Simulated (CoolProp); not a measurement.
Vapour-liquid equilibrium of dimethyl ether (1) + chloromethane (R40) (2) at 337.8 K; x and y are mole fractions of (1).

The numbers come from the multi-fluid Helmholtz-energy mixture model, Wu 2011 and Thol 2014; pair parameters Bell 2016 in CoolProp.

| x | bubble pressure (MPa) | y at the bubble point | dew pressure at overall composition x (MPa) | liquid density (mol/L) |
|---|---|---|---|---|
| 0.05 | 1.573 | 0.045 | 1.572 | 16.13 |
| 0.2 | 1.546 | 0.189 | 1.544 | 15.57 |
| 0.35 | 1.530 | 0.343 | 1.529 | 15.03 |
| 0.5 | 1.526 | 0.502 | 1.526 | 14.51 |
| 0.65 | 1.536 | 0.661 | 1.535 | 13.99 |
| 0.8 | 1.558 | 0.814 | 1.556 | 13.48 |
| 0.95 | 1.593 | 0.956 | 1.592 | 12.97 |

y crosses x between x = 0.35 and 0.5: the model has an azeotrope there.

Pair parameters are fitted to limited data, so mixtures are less certain than the pure fluids.
